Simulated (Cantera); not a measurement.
What does this Cantera script print?

```python
import numpy as np
import cantera as ct

gas = ct.Solution("gri30.yaml")


def delay(T, t_max=10):
    gas.TPX = T, 100000, {'CH4': 1, 'C2H6': 0.14, 'C3H8': 0.78, 'O2': 3.99, 'N2': 12}
    reactor = ct.IdealGasReactor(gas, clone=False)
    net = ct.ReactorNet([reactor])
    net.rtol, net.atol = 1e-8, 1e-16
    while net.time < t_max:
        t_old, T_old = net.time, reactor.T
        net.step()
        if reactor.T > T + 400:  # ignition: a rise of 400 K
            return t_old + (T + 400 - T_old) / (reactor.T - T_old) * (net.time - t_old)
    return np.nan


taus = []
for T in [1175, 1225, 1275, 1325, 1375, 1425, 1475, 1525]:
    taus.append(delay(T))
    print(f"T0 = {T:6g} K   tau = {taus[-1]:.4e} s")
```

It prints:

```
T0 =   1175 K   tau = 6.8632e-03 s
T0 =   1225 K   tau = 2.7726e-03 s
T0 =   1275 K   tau = 1.2006e-03 s
T0 =   1325 K   tau = 5.6383e-04 s
T0 =   1375 K   tau = 2.8794e-04 s
T0 =   1425 K   tau = 1.5941e-04 s
T0 =   1475 K   tau = 9.5071e-05 s
T0 =   1525 K   tau = 6.0602e-05 s
```

Detailed kinetics in Cantera: GRI-Mech 3.0 (53 species, 325 reactions). GRI-Mech 3.0 was tuned for natural gas; its chemistry of propane as a main component is partial and can be far from experiment.
